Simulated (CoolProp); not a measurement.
Acetone along the isotherm 248.05 °C: Z from the reference equation and from simpler models built on Tc = 235.0 °C, pc = 4692 kPa, ω = 0.307; each cubic takes its own stable root.

Model: reference Helmholtz-energy equation of state, Lemmon 2006, in CoolProp. It is a short technical equation, of lower accuracy than the large ones.

```
p (kPa)          phase  reference  van der Waals  Redlich-Kwong  Soave-Redlich-Kwong  Peng-Robinson
-------  -------------  ---------  -------------  -------------  -------------------  -------------
22.3               gas     0.9983         0.9987         0.9985               0.9985         0.9983
32.7               gas     0.9975         0.9981         0.9978               0.9978         0.9976
48                 gas     0.9963         0.9971         0.9968               0.9968         0.9964
70.4               gas     0.9946         0.9958         0.9952               0.9953         0.9947
103                gas     0.9920         0.9938         0.9930               0.9931         0.9923
152                gas     0.9882         0.9909         0.9897               0.9898         0.9886
223                gas     0.9827         0.9866         0.9848               0.9850         0.9833
327                gas     0.9746         0.9802         0.9776               0.9780         0.9754
480                gas     0.9625         0.9708         0.9670               0.9675         0.9637
704                gas     0.9445         0.9566         0.9511               0.9518         0.9463
1030               gas     0.9178         0.9353         0.9273               0.9285         0.9205
1520               gas     0.8762         0.9018         0.8901               0.8919         0.8803
2230               gas     0.8122         0.8487         0.8321               0.8352         0.8187
3270               gas     0.7072         0.7574         0.7349               0.7408         0.7178
4800     supercritical     0.4994         0.5420         0.5275               0.5477         0.5189
7040     supercritical     0.2273         0.3605         0.3121               0.3230         0.2946
```
